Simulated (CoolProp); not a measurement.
Model: reference Helmholtz-energy equation of state, Thol 2019, in CoolProp.

Question: For n-pentane, give the phase and the cp (kJ/(kg K)), speed of sound (m/s), Joule-Thomson coefficient (K/MPa) at 620 K and 0.168 MPa.

Answer: 
- 620 K and 0.168 MPa: gas; cp 2.97, speed of sound 271, Joule-Thomson coefficient 3.55
